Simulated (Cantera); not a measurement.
Input: 1 mol Hg, a varied amount of O2, 0.66 mol H2, equilibrated at 1150 °C and 1600 Pa.

These are equilibrium values from Cantera (NASA tables, ideal gas, pure condensed phases), not measurements of a reactor. Candidate condensed phases: H2O, Hg, HgO; 10 gas species. The numbers say what is thermodynamically allowed, not how fast it happens.

log p: log10 of the partial pressure in bar; nothing condenses.

```tsv
n(O2) (mol)	log p Hg	log p H2	log p H2O	log p O2	log p OH	log p H
0.019	-2.02	-2.22	-3.44	<-13	-9.17	-6.29
0.035	-2.02	-2.25	-3.17	<-13	-8.89	-6.30
0.068	-2.02	-2.30	-2.88	-13.56	-8.57	-6.33
0.13	-2.02	-2.41	-2.60	-12.76	-8.23	-6.38
0.25	-2.02	-2.81	-2.32	-11.40	-7.75	?
0.48	-2.05	-6.99	-2.23	-2.88	-5.58	?
0.92	-2.15	-7.33	-2.33	-2.38	-5.50	?
```

### Question
Some entries are withheld; supply them.

### Answer

- 0.25, log p H: -6.58
- 0.48, log p H: -8.67
- 0.92, log p H: -8.84
